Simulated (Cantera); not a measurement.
Charge: 1 mol Al2O3, 800 mol H2, 1.1 mol N2, at 10.0 bar.

Method: chemical equilibrium by Gibbs-energy minimisation in Cantera with the NASA 1993 tables (ideal gas, pure condensed phases). Candidate condensed phases: Al, AlN, Al2O3, H2O; 35 gas species. Equilibrium is a limit: real reactors are often held back by kinetics, nucleation or transport.

### Question
At 2048 K, list the 6 most abundant gas species with their mole fractions, and the condensed phases.

### Answer
H2 0.998, N2 0.00137, H 0.000707, H2O 7.54e-5, Al 1.76e-5, AlH 1.40e-5. Condensed: Al2O3(s).
